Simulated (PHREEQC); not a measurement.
Make-up at 25 °C: 0.15 mmol/kgw CaSO4, 1.5 mmol/kgw NaHCO3 and 6.7 mmol/kgw KCl. Closed to the air; pH follows from the charge balance.

All values are PHREEQC results (ion-association model, phreeqc.dat), not measurements.

No solid was allowed to form.

Task: Estimate the pH.

Result: pH 8.21.

Task: In which forms is Ca present?

Result: Ca+2 97 %, CaHCO3+ 1.2 %, CaSO4 1.1 %, CaCO3 1.1 % of the Ca.

Complexes and solids missing from the database can't appear.
